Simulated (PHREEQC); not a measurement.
A made-up water analysis in mg/L, 25 °C, pH 2.68, pe 11.4: Na 25.6; K 3.85; Ca 65.2; Mg 41.7; Cl 29.7; S(6) as SO4 538; N(5) as NO3 0.753; Mn(2) 0.156.

Valence states are taken as typed.

Equilibrium calculation in PHREEQC: ion-association model, wateq4f.dat.

This is a speciation only: nothing precipitates in the calculation.

### Question
Order these S species by the share of S that they hold, largest first: MgSO4, HSO4-, NaSO4-, CaSO4, SO4-2.

### Answer
SO4-2 (74 %), HSO4- (10 %), MgSO4 (8.3 %), CaSO4 (6.9 %), NaSO4- (0.25 %)

### Question
Order these Ca species by the share of Ca that they hold, largest first: CaHSO4+, Ca+2, CaSO4.

### Answer
Ca+2 (76 %), CaSO4 (24 %), CaHSO4+ (0.33 %)

The pH is 2.68 and the ionic strength 0.0158 mol/kgw. Species that the database lacks are ignored.
